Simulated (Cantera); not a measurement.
Equilibrium for silicon etching in halogen gases: Si + Cl2 + N2

Feed: 1 mol Si, 9 mol Cl2, 26 mol N2, equilibrated at 87.0 Pa.

Cantera equilibrium calculation (NASA polynomials, part measured and part estimated; ideal gas, pure solids and liquids). Candidate condensed phases: Si, Si3N4; 13 gas species. The tables' values for SiCl3 are old estimates; treat these amounts as uncertain. Equilibrium is a limit: real reactors are often held back by kinetics, nucleation or transport.

```
T (K)   x N2    x Cl    x Cl2  x SiCl4   x SiCl3
-----  -----  ------  -------  -------  --------
1098   0.756  0.0220    0.193   0.0291   2.68e-8
1148   0.750  0.0388    0.182   0.0288   9.83e-8
1198   0.740  0.0642    0.167   0.0285   3.27e-7
1248   0.727  0.0992    0.146   0.0280   1.01e-6
1298   0.710   0.143    0.120   0.0273   2.94e-6
1348   0.692   0.191   0.0905   0.0266   8.25e-6
1398   0.674   0.238   0.0627   0.0259   2.27e-5
1448   0.659   0.275   0.0399   0.0253   6.12e-5
1498   0.649   0.302   0.0239   0.0248  0.000162
1548   0.643   0.319   0.0138   0.0243  0.000416
1598   0.638   0.329  0.00799   0.0234   0.00101
1648   0.635   0.336  0.00468   0.0217   0.00224
```
x: gas mole fraction; nothing condenses.

From 1098 K to 1648 K nothing is condensed. The main Si-bearing gas is SiCl4 throughout.
